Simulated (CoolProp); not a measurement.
Vapour-liquid equilibrium of cyclohexane (1) + dimethyl carbonate (2) at 184.05 °C; x and y are mole fractions of (1).

Values from CoolProp's multi-fluid Helmholtz-energy mixture model, Zhou 2014 and Zhou 2011; pair parameters Bell 2016.

Problem. Give the bubble pressure and the first vapour's composition at x = 0.5, 0.65, 0.8. Is there an azeotrope?

Solution. x = 0.5: 1316 kPa, y = 0.510; x = 0.65: 1304 kPa, y = 0.604; x = 0.8: 1245 kPa, y = 0.719. y crosses x between x = 0.5 and 0.65: the model has an azeotrope there.

Pair parameters are fitted to limited data, so mixtures are less certain than the pure fluids.
